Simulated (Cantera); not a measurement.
What does this Cantera script print?

```python
import numpy as np
import cantera as ct

surf = ct.Interface("diamond.yaml", "diamond_100")
gas, bulk = surf.adjacent["gas"], surf.adjacent["diamond"]
k = surf.kinetics_species_index(bulk.species_names[0])
cover = ["c6HH", "c6H*", "c6*H", "c6**", "c6HM", "c6B"]

rows, drift = [], 0.0
print(f"{'xCH3':>10s}{'um/h':>11s}" + "".join(f"{s:>11s}" for s in cover))
for v in [1e-06, 2.7e-06, 7.3e-06, 2e-05, 5.4e-05, 0.00015, 0.0004, 0.0011, 0.0029]:
    T, P, xH, xCH3 = 1250, 5200, 0.0072, v
    gas.TPX = T, P, {"H": xH, "CH3": xCH3, "CH4": 0.0035, "H2": 1 - xH - xCH3 - 0.0035}
    surf.TP = bulk.TP = T, P
    surf.coverages = "c6H*:0.1, c6HH:0.9"
    surf.advance_coverages(100.0)
    before = surf.coverages
    surf.advance_coverages(100.0)
    drift = max(drift, np.max(np.abs(surf.coverages - before) / (surf.coverages + 1e-9)))
    rate = surf.net_production_rates[k] * bulk.mean_molecular_weight / bulk.density * 3.6e9
    rows.append([rate, *surf[cover].coverages])
    print(f"{v:10.4g}{rate:11.4e}" + "".join(f"{x:11.3e}" for x in rows[-1][1:]))
```

Output:

```
      xCH3       um/h       c6HH       c6H*       c6*H       c6**       c6HM        c6B
     1e-06 1.6427e-02  4.101e-01  4.379e-02  5.094e-01  3.677e-02  5.697e-06  4.458e-11
   2.7e-06 4.4350e-02  4.101e-01  4.379e-02  5.094e-01  3.676e-02  1.538e-05  1.203e-10
   7.3e-06 1.1989e-01  4.100e-01  4.379e-02  5.093e-01  3.676e-02  4.158e-05  3.253e-10
     2e-05 3.2835e-01  4.100e-01  4.378e-02  5.093e-01  3.674e-02  1.139e-04  8.910e-10
   5.4e-05 8.8560e-01  4.099e-01  4.376e-02  5.091e-01  3.668e-02  3.072e-04  2.403e-09
   0.00015 2.4528e+00  4.095e-01  4.372e-02  5.085e-01  3.653e-02  8.514e-04  6.656e-09
    0.0004 6.4909e+00  4.086e-01  4.359e-02  5.070e-01  3.614e-02  2.257e-03  1.761e-08
    0.0011 1.7480e+01  4.060e-01  4.325e-02  5.031e-01  3.508e-02  6.104e-03  4.743e-08
    0.0029 4.3786e+01  3.997e-01  4.243e-02  4.936e-01  3.259e-02  1.546e-02  1.188e-07
```

Cantera simulation using the Harris–Goodwin 1993 mechanism for the reconstructed diamond (100) surface; the numbers are that mechanism's predictions, not measurements.
